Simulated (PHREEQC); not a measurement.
1 kg of water holding 0.03 mol NaCl and 0.048 mol Na2SO4 is evaporated at 30 °C; the solids stay in contact with the brine. The system is closed to CO2. The run lets Halite, Mirabilite, Thenardite precipitate or redissolve, and no other solid.

The series has 28 steps of water left (kg), from 1 to 0.005012.

All values are PHREEQC results (Pitzer model, pitzer.dat), not measurements.

Q: Which solids form, in which order, and at which step of the series does each first stand?

A: Thenardite from water left = 0.01627 kg; Halite from water left = 0.005012 kg.

Species that the database lacks are ignored.
